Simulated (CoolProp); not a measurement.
R11 along the isobar 14.6 MPa: density (kg/m³) from the reference equation and from simpler models built on Tc = 471.1 K, pc = 4.408 MPa, ω = 0.189; each cubic takes its own stable root.

Values from CoolProp's reference Helmholtz-energy equation of state, Jacobsen 1992.

| T (K) | phase | reference |
|---|---|---|
| 350.6 | liquid | 1397 |
| 367.2 | liquid | 1359 |
| 383.8 | liquid | 1319 |
| 400.4 | liquid | 1277 |
| 417 | liquid | 1234 |
| 433.6 | liquid | 1188 |
| 450.2 | liquid | 1140 |
| 466.8 | liquid | 1088 |
| 483.4 | supercritical | 1034 |
| 500 | supercritical | 977.0 |

### Question
How far does each simpler model (van der Waals, Redlich-Kwong, Soave-Redlich-Kwong, Peng-Robinson) lie from the reference over these 10 states: mean and median of the absolute difference, and the worst?

### Answer
- van der Waals: mean 28.6 %, median 29.3 %, worst -32.6 % at 350.6 K and 14.6 MPa
- Redlich-Kwong: mean 6.4 %, median 6.4 %, worst -6.7 % at 450.2 K and 14.6 MPa
- Soave-Redlich-Kwong: mean 5.6 %, median 5.3 %, worst -7.6 % at 500 K and 14.6 MPa
- Peng-Robinson: mean 5.7 %, median 6.2 %, worst +7.7 % at 350.6 K and 14.6 MPa
